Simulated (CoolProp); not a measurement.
Properties of isopentane along the isotherm 406.8 K (Tc = 460.3 K, pc = 3.378 MPa, ω = 0.227).

Model: reference Helmholtz-energy equation of state, Lemmon 2006, in CoolProp. It is a short technical equation, of lower accuracy than the large ones.

| p (MPa) | phase | Z | cp (kJ/(kg K)) | Joule-Thomson coefficient (K/MPa) |
|---|---|---|---|---|
| 0.563 | gas | 0.9072 | 2.246 | 12.61 |
| 1.13 | gas | 0.7915 | 2.444 | 15.88 |
| 1.69 | liquid | 0.07543 | 3.074 | 0.4264 |
| 2.25 | liquid | 0.09963 | 3.034 | 0.3591 |
| 2.82 | liquid | 0.1239 | 3.001 | 0.3015 |
| 3.38 | liquid | 0.1476 | 2.973 | 0.2532 |
| 3.94 | liquid | 0.1709 | 2.949 | 0.2113 |
| 4.5 | liquid | 0.1941 | 2.927 | 0.1744 |
| 5.07 | liquid | 0.2174 | 2.908 | 0.1411 |
| 5.63 | liquid | 0.2402 | 2.891 | 0.1118 |
| 6.19 | liquid | 0.2628 | 2.876 | 0.08543 |
| 6.76 | liquid | 0.2856 | 2.862 | 0.06107 |
| 7.32 | liquid | 0.3079 | 2.849 | 0.03925 |
| 7.88 | liquid | 0.3300 | 2.838 | 0.01924 |
| 8.45 | liquid | 0.3524 | 2.827 | 0.0005000 |
